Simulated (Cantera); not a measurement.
Input: 1 mol Si₃N₄, 0.028 mol N₂O, 800 mol H₂, held at 1330 Pa.

Method: chemical equilibrium by Gibbs-energy minimisation in Cantera with the NASA 1993 tables (ideal gas, pure condensed phases). Candidate condensed phases: H₂O, Si, SiO₂, Si₂N₂O, Si₃N₄; 35 gas species. Gases not in the tables: Si₂H₆ and higher silanes. Kinetics and transport are ignored.

Problem. What share of the Si ends up in condensed phases as a function of T (°C), at 1227, 1277, 1327, 1377, 1427, 1477, 1527?

Solution. 
```
T (°C)  Si condensed (%)     as
------  ----------------  -----
1227                99.0  Si(s)
1277                98.9  Si(s)
1327                98.7  Si(s)
1377                98.2  Si(s)
1427                97.0  Si(l)
1477                95.0  Si(l)
1527                90.9  Si(l)
```
